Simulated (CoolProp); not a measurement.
Saturation properties of R115 (Tc = 80.0 °C, pc = 3.129 MPa, ω = 0.248).

Model: reference Helmholtz-energy equation of state, Lemmon 2016, in CoolProp.

```csv
T (°C),p (MPa),vapour density (kg/m³)
-69.45,0.02068,[?]
-62.75,0.03081,[?]
-55.95,0.04483,3.927
-49.15,0.06352,5.434
-42.35,[?],7.359
-35.55,0.1190,9.777
-28.85,0.1575,[?]
-22.05,[?],16.38
-15.25,0.2642,20.80
-8.45,0.3347,26.12
-1.75,0.4171,[?]
5.05,[?],[?]
```

Q: Fill in the missing entries.

A: 
- -69.45, vapour density (kg/m³): 1.911
- -62.75, vapour density (kg/m³): 2.769
- -42.35, p (MPa): 0.08789
- -28.85, vapour density (kg/m³): 12.72
- -22.05, p (MPa): 0.2056
- -1.75, vapour density (kg/m³): 32.36
- 5.05, p (MPa): 0.5153
- 5.05, vapour density (kg/m³): 39.86

It boils at -39.2 °C under 1 atm.
